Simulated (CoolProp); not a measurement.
Properties of water along the isotherm 304.95 °C (Tc = 373.9 °C, pc = 22.06 MPa, ω = 0.344).

The numbers come from the reference Helmholtz-energy equation of state, Wagner 2002 in CoolProp.

```tsv
p (MPa)	phase	density (kg/m³)	cp (kJ/(kg K))	isothermal compressibility (1/MPa)	conductivity (mW/(m K))	Prandtl number
1.1	gas	4.234	2.154	0.9345	45.8	0.960
2.21	gas	8.763	2.347	0.4806	47.9	0.994
3.31	gas	?	2.588	0.3335	50.2	1.04
4.41	gas	?	2.894	0.2621	52.8	1.10
5.52	gas	24.46	3.295	0.2217	?	1.18
6.62	gas	30.79	3.833	0.1984	59.6	1.28
7.72	gas	38.01	4.614	0.1868	64.3	1.43
8.83	gas	46.72	?	0.1870	71.0	1.66
9.93	liquid	703.5	5.861	0.003457	?	?
11	liquid	706.1	5.800	0.003333	548	0.897
```

### Question
Complete the blanks.

### Answer

- 3.31, density (kg/m³): 13.56
- 4.41, density (kg/m³): 18.74
- 5.52, conductivity (mW/(m K)): 55.9
- 8.83, cp (kJ/(kg K)): 5.920
- 9.93, conductivity (mW/(m K)): 546
- 9.93, Prandtl number: 0.904

Viscosity comes from a separate model (Huber 2009). Thermal conductivity comes from a separate model (Huber 2012).
